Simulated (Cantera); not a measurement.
Feed: 1 mol AlCl3, 1 mol N2, 170 mol H2, at 1498.15 K.

Method: chemical equilibrium by Gibbs-energy minimisation in Cantera with the NASA 1993 tables (ideal gas, pure condensed phases). Candidate condensed phases: Al, AlCl3, AlN, NH4Cl; 20 gas species. The tables' values for AlCl2 are old estimates; treat these amounts as uncertain. The numbers say what is thermodynamically allowed, not how fast it happens.

x: gas mole fraction; n: condensed amount in mol.

```
P (Pa)   x H2   x HCl     x N2    x AlCl       x H  n AlN(s)
------  -----  ------  -------  --------  --------  --------
10      0.975  0.0115  0.00578   0.00573   0.00170         0
37      0.976  0.0115  0.00578   0.00569  0.000884         0
140     0.977  0.0114  0.00578   0.00560  0.000455         0
520     0.977  0.0111  0.00578   0.00541  0.000236         0
1900    0.978  0.0107  0.00570   0.00486  0.000124       [?]
7200    0.980  0.0130  0.00430   0.00179   6.35e-5       [?]
27000   0.981  0.0139  0.00372  0.000549   3.28e-5       [?]
100000  0.981  0.0142  0.00351  0.000156   1.71e-5       [?]
```

Question: Fill in the missing entries.

Answer: 
- 1900, n AlN(s): 0.0307
- 7200, n AlN(s): 0.517
- 27000, n AlN(s): 0.720
- 100000, n AlN(s): 0.791
